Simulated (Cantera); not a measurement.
# Equilibrium for halide evaporation, hydrolysis and transport: SrCl2 + H2

Input: 1 mol SrCl2, 3.1 mol H2, equilibrated at 0.133 bar.

Method: chemical equilibrium by Gibbs-energy minimisation in Cantera with the NASA 1993 tables (ideal gas, pure condensed phases). Candidate condensed phases: Sr, SrCl2; 8 gas species. Equilibrium is a limit: real reactors are often held back by kinetics, nucleation or transport.

```csv
T (°C),log p H2,log p SrCl2,log p HCl,log p H,log p SrCl,n SrCl2(s),n SrCl2(l)
577,-0.88,-11.81,-11.77,-11.13,<-12,1.00,0
627,-0.88,-10.65,-10.95,-10.37,-12.17,1.00,0
677,-0.88,-9.61,-10.14,-9.69,-11.17,1.00,0
727,-0.88,-8.69,-9.41,-9.08,-10.28,1.00,0
777,-0.88,-7.88,-8.76,-8.53,-9.48,1.00,0
827,-0.88,-7.14,-8.17,-8.03,-8.77,1.000,0
877,-0.88,-6.48,-7.63,-7.56,-8.13,0,1.000
927,-0.88,-5.91,-7.14,-7.14,-7.56,0,1.000
977,-0.88,-5.39,-6.69,-6.75,-7.05,0,1.000
```
log p: log10 of the partial pressure in bar; n: condensed amount in mol.

From 577 °C to 827 °C the condensed part is SrCl2(s). From 877 °C to 977 °C the condensed part is SrCl2(l).
